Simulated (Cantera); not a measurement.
A jet of 1.10 % H₂, 12.1 % O₂, 86.8 % N₂ at 300 K and 0.0760 bar hits a platinum plate 7.3 cm away at a mass flux of 0.11 kg/m²/s; the plate temperature is set and raised in steps from an oxygen-covered start.

Cantera simulation using Deutschmann's 1995 Pt surface mechanism with GRI-Mech 3.0 gas chemistry; the numbers are that mechanism's predictions, not measurements. Catalytic surfaces can have several steady states; this one follows from the mechanism file's or the stated starting coverage.

x: mole fraction at the wall; θ: surface coverage.

```csv
plate T (K),wall x H₂,wall x O₂,wall x H₂O,wall x OH,θ free Pt,θ O*,θ OH*
600,0.00215,0.111,0.0173,<1e-8,0.0318,0.965,0.00280
650,0.00210,0.111,0.0173,<1e-8,0.0342,0.964,0.00190
700,___,0.111,0.0176,<1e-8,___,0.957,___
750,0.00137,0.111,0.0185,<1e-8,0.0612,0.937,0.00129
800,___,0.110,0.0192,<1e-8,___,0.901,0.00123
850,0.000647,0.110,0.0196,1.05e-8,0.148,0.850,0.00115
900,0.000484,0.110,0.0199,3.26e-8,0.208,0.791,0.00105
```

Question: Fill in the missing entries.

Answer: 
- 700, wall x H₂: 0.00186
- 700, θ free Pt: 0.0412
- 700, θ OH*: 0.00145
- 800, wall x H₂: 0.000924
- 800, θ free Pt: 0.0980
